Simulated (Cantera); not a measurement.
Feed: 1 mol Fe, 0.24 mol H₂O, 0.32 mol H₂, equilibrated at 1000 Pa.

Method: chemical equilibrium by Gibbs-energy minimisation in Cantera with the NASA 1993 tables (ideal gas, pure condensed phases). Candidate condensed phases: Fe, FeO, Fe(OH)₂, Fe(OH)₃, Fe₂O₃, Fe₃O₄, H₂O; 12 gas species. Mutual solubility and eutectic melting of coexisting phases are not modelled. The tables' stoichiometric FeO is somewhat more stable than real wüstite, so its field is too wide. FeO: taken at fixed stoichiometry. Rates play no part.

Question: Which condensed phases are stable at each of these points (T (K)): 1150, 1175, 1200, 1225, 1250, 1275, 1300, 1325, 1350, 1375, 1400, 1425, 1450, 1475?

Answer: 
```
T (K)  condensed phases  Fe condensed (%)
-----  ----------------  ----------------
1150     Fe(α) + FeO(s)             100.0
1175     Fe(α) + FeO(s)             100.0
1200     Fe(γ) + FeO(s)             100.0
1225     Fe(γ) + FeO(s)             100.0
1250     Fe(γ) + FeO(s)             100.0
1275     Fe(γ) + FeO(s)             100.0
1300     Fe(γ) + FeO(s)             100.0
1325     Fe(γ) + FeO(s)             100.0
1350     Fe(γ) + FeO(s)             100.0
1375     Fe(γ) + FeO(s)             100.0
1400     Fe(γ) + FeO(s)             100.0
1425     Fe(γ) + FeO(s)             100.0
1450     Fe(γ) + FeO(s)             100.0
1475     Fe(γ) + FeO(s)             100.0
```

From 1150 K to 1175 K the condensed part is Fe(α) + FeO(s). From 1200 K to 1475 K the condensed part is Fe(γ) + FeO(s).
